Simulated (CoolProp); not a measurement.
Isopentane along the isobar 1.01 bar: Z from the reference equation and from simpler models built on Tc = 460.3 K, pc = 33.78 bar, ω = 0.227; each cubic takes its own stable root.

Values from CoolProp's reference Helmholtz-energy equation of state, Lemmon 2006. It is a short technical equation, of lower accuracy than the large ones.

| T (K) | phase | reference |
|---|---|---|
| 161.8 | liquid | 0.007300 |
| 180.9 | liquid | 0.006686 |
| 200 | liquid | 0.006195 |
| 219 | liquid | 0.005798 |
| 238.1 | liquid | 0.005471 |
| 257.1 | liquid | 0.005204 |
| 276.2 | liquid | 0.004983 |
| 295.2 | liquid | 0.004804 |
| 314.3 | gas | 0.9624 |
| 333.4 | gas | 0.9695 |

### Question
How far does each simpler model (Redlich-Kwong, Soave-Redlich-Kwong, Peng-Robinson) lie from the reference over these 10 states: mean and median of the absolute difference, and the worst?

### Answer
- Redlich-Kwong: mean 2004.0 %, median 9.9 %, worst +19968.7 % at 295.2 K and 1.01 bar
- Soave-Redlich-Kwong: mean 6.7 %, median 7.6 %, worst +10.1 % at 161.8 K and 1.01 bar
- Peng-Robinson: mean 3.1 %, median 3.6 %, worst -4.9 % at 295.2 K and 1.01 bar

At some of these states Redlich-Kwong gives the other phase, because its saturation line lies elsewhere.
